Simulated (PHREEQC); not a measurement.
# Polishing slurry liquid: an equilibrium model

Dissolve 0.65 mol/kgw H2SO4, 0.00011 mol/kgw K2SO4 and 0.0014 mol/kgw CuSO4 at 25 °C. Closed to the air; pH follows from the charge balance.

Model: ion-association model, wateq4f.dat, run in PHREEQC.

```
Property                   Value
-----------------  -------------
pH                          0.28
ionic strength     0.740 mol/kgw
activity of water          0.977
total alkalinity    -1300 meq/kg
```

```json
[
 {"species": "H+", "molality": "0.693", "activity": "0.521", "log γ": "-0.124"},
 {"species": "HSO4-", "molality": "0.607", "activity": "0.389", "log γ": "-0.193"},
 {"species": "SO4-2", "molality": "0.0439", "activity": "0.00769", "log γ": "-0.757"},
 {"species": "Cu+2", "molality": "0.00108", "activity": "0.000241", "log γ": "-0.651"},
 {"species": "CuSO4", "molality": "0.000319", "activity": "0.000379", "log γ": "0.074"},
 {"species": "K+", "molality": "0.000210", "activity": "0.000129", "log γ": "-0.209"}
]
```

No solid was allowed to form. Ionic strength above about 0.7 mol/kgw puts this run outside the model's range.
